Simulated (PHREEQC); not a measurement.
Solution (20 °C): 0.001 mol H2S, 0.00065 mol NaOH and 0.0015 mol FeCl2 per kg of water. Closed to the air; pH follows from the charge balance.

Model: ion-association model, phreeqc.dat, run in PHREEQC.

The ionic strength comes out as 0.00420 mol/kgw. What activity coefficients do H+, Na+, Cl-, Fe+2, FeCl+ get?

H+ 0.94, Na+ 0.93, Cl- 0.93, Fe+2 0.77, FeCl+ 0.93.

No solid was allowed to form. The solution is supersaturated, for example in Mackinawite, FeS(ppt), so a real one may precipitate; this is no full list.
